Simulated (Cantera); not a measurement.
An adiabatic, constant-volume homogeneous reactor starts with 19.5 % CH4, 16.9 % O2, 63.6 % N2, equivalence ratio 2.3, at 1225 K and 1000000 Pa.

Cantera simulation using GRI-Mech 3.0 (53 species, 325 reactions); the numbers are that mechanism's predictions, not measurements.

x: mole fraction; the columns are a selection and need not sum to one.

```csv
t (s),T (K),P (bar),x CH4,x O2,x H2O2,x C2H2,x C2H6,x CH2
2.00e-6,1225,10.0,0.195,0.169,7.50e-10,<1e-12,1.36e-12,<1e-12
4.80e-6,1225,10.00,0.195,0.169,___,<1e-12,1.97e-11,<1e-12
1.15e-5,1225,10.00,0.195,0.169,___,<1e-12,3.07e-10,<1e-12
2.76e-5,1225,10.00,0.195,0.169,___,<1e-12,5.75e-9,<1e-12
6.62e-5,1225,10.00,0.195,0.169,___,<1e-12,1.46e-7,<1e-12
0.000159,1225,10.0,0.195,0.169,___,<1e-12,2.91e-6,<1e-12
0.000381,1225,10.0,0.194,0.169,___,1.84e-11,1.74e-5,<1e-12
0.000913,1226,10.0,0.194,0.169,___,2.63e-10,6.39e-5,1.29e-12
0.00219,1231,10.0,0.193,0.169,___,5.62e-9,0.000263,3.95e-12
0.00525,2449,24.2,0.00150,2.63e-7,___,0.00288,2.55e-7,3.96e-6
0.0126,2441,24.3,3.25e-8,2.04e-7,1.46e-9,6.45e-11,<1e-12,6.87e-11
0.0302,2441,24.3,3.24e-8,2.04e-7,1.46e-9,6.44e-11,<1e-12,6.86e-11
0.0725,2441,24.3,3.24e-8,2.04e-7,1.46e-9,6.44e-11,<1e-12,6.86e-11
0.174,2441,24.3,3.24e-8,2.04e-7,1.46e-9,6.44e-11,<1e-12,6.86e-11
0.417,2441,24.3,3.24e-8,2.04e-7,1.46e-9,6.44e-11,<1e-12,6.86e-11
1.00,2441,24.3,3.24e-8,2.04e-7,1.46e-9,6.44e-11,<1e-12,6.86e-11
```

Q: Some entries are withheld; supply them.

A: 
- 4.80e-6, x H2O2: 4.07e-9
- 1.15e-5, x H2O2: 2.04e-8
- 2.76e-5, x H2O2: 8.53e-8
- 6.62e-5, x H2O2: 2.44e-7
- 0.000159, x H2O2: 3.52e-7
- 0.000381, x H2O2: 4.31e-7
- 0.000913, x H2O2: 7.22e-7
- 0.00219, x H2O2: 1.90e-6
- 0.00525, x H2O2: 1.86e-9
